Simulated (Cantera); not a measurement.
Cantera run, input and output.

```python
import numpy as np
import cantera as ct

gas = ct.Solution("gri30.yaml")
gas.TPX = 1475, 240000, {'CO': 0.0031, 'O2': 0.055, 'H2O': 0.0037, 'N2': 1}
reactor = ct.IdealGasConstPressureReactor(gas, energy="off", clone=False)
net = ct.ReactorNet([reactor])
net.rtol, net.atol = 1e-08, 1e-18
show = ['CO', 'O2', 'H2O', 'CO2', 'H2']
times = np.geomspace(3e-06, 30, 10)

steps = ct.SolutionArray(gas, extra=["t"])
rows = []
print(f"{'t/s':>10s}{'T/K':>9s}{'P/Pa':>11s}" + "".join(f"{s:>11s}" for s in show))
for t in times:
    while net.time < t:
        t_next = net.step()
        steps.append(gas.state, t=t_next)
    rows.append([np.interp(t, steps.t, y) for y in (steps.T, steps.P, *steps(*show).X.T)])
    print(f"{t:10.3e}{rows[-1][0]:9.1f}{rows[-1][1]:11.4g}" + "".join(f"{x:11.3e}" for x in rows[-1][2:]))
rate = np.gradient(steps.T, steps.t)
print("integrator steps:", len(steps.t))
if steps.T.max() > steps.T[0] + 200:
    print(f"time of steepest temperature rise: {steps.t[rate.argmax()]:.4e} s")
gas.TPX = 1475, 240000, {'CO': 0.0031, 'O2': 0.055, 'H2O': 0.0037, 'N2': 1}
gas.equilibrate("TP")
print(f"equilibrium (TP): T = {gas.T:.1f} K  " + "  ".join(f"{s} {gas[s].X[0]:.3e}" for s in show))
```

Result:

```
       t/s      T/K       P/Pa         CO         O2        H2O        CO2         H2
 3.000e-06   1475.0    2.4e+05  2.920e-03  5.180e-02  3.485e-03  1.843e-09  3.139e-14
 1.798e-05   1475.0    2.4e+05  2.920e-03  5.180e-02  3.485e-03  1.137e-08  3.199e-12
 1.078e-04   1475.0    2.4e+05  2.919e-03  5.180e-02  3.485e-03  1.043e-07  4.001e-10
 6.463e-04   1475.0    2.4e+05  2.863e-03  5.175e-02  3.470e-03  5.640e-05  6.804e-07
 3.875e-03   1475.0    2.4e+05  2.788e-04  5.050e-02  3.451e-03  2.645e-03  2.086e-06
 2.323e-02   1475.0    2.4e+05  5.764e-06  5.041e-02  3.482e-03  2.918e-03  8.118e-08
 1.392e-01   1475.0    2.4e+05  3.695e-08  5.041e-02  3.486e-03  2.924e-03  1.394e-08
 8.348e-01   1475.0    2.4e+05  2.828e-08  5.041e-02  3.486e-03  2.924e-03  1.359e-08
 5.004e+00   1475.0    2.4e+05  2.828e-08  5.041e-02  3.486e-03  2.924e-03  1.359e-08
 3.000e+01   1475.0    2.4e+05  2.828e-08  5.041e-02  3.486e-03  2.924e-03  1.359e-08
integrator steps: 1065
equilibrium (TP): T = 1475.0 K  CO 2.836e-08  O2 5.012e-02  H2O 3.486e-03  CO2 2.924e-03  H2 1.363e-08
```

Model: GRI-Mech 3.0 (53 species, 325 reactions), integrated in Cantera.
